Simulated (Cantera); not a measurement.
Charge: 1 mol SiO₂, 3.8 mol BCl₃, 3.4 mol N₂, 3.5 mol Cl₂, at 1425 °C and 49000 Pa.

These are equilibrium values from Cantera (NASA tables, ideal gas, pure condensed phases), not measurements of a reactor. Candidate condensed phases: B, BN, B₂O₃, Si, SiO₂, Si₂N₂O, Si₃N₄; 36 gas species. The tables' values for BOCl, SiCl₃ are old estimates; treat these amounts as uncertain. The tables hold silica as quartz up to 1696 K and as liquid above; real silica turns to tridymite and cristobalite and melts near 1996 K. Rates play no part.

Base state: N₂ 0.300, Cl₂ 0.242, BCl₃ 0.196, Cl 0.134, SiCl₄ 0.0699, B₃O₃Cl₃ 0.0394, BOCl 0.0193, B₂O₃ 0.000832 (mole fractions); condensed: SiO₂(condensed).

Task: What changes in the equilibrium state with this change: SiO₂ replaced by Al₂O₃?

Result: 
| species | before | after |
|---|---|---|
| N₂ | 0.300 | 0.292 |
| Cl₂ | 0.242 | 0.235 |
| AlCl₃ | 0 | 0.172 |
| BCl₃ | 0.196 | 0.108 |
| SiCl₄ | 0.0699 | 0 |
| B₃O₃Cl₃ | 0.0394 | 0.0404 |
| Cl | 0.134 | 0.132 |
| BOCl | 0.0193 | 0.0195 |
| SiCl₃ | 7.49e-5 | 0 |
| O₂ | 5.77e-6 | 1.83e-5 |
| B₂O₃ | 0.000832 | 0.00155 |
| BO₂ | 1.41e-5 | 2.58e-5 |
| SiO₂(condensed), mol | 0.205 | 0 |
| B₂O₃(l), mol | 0 | 0.435 |
The tables' values for BOCl are old estimates; treat these amounts as uncertain. Further candidate phases: Al, AlCl₃, AlN, Al₂O₃.
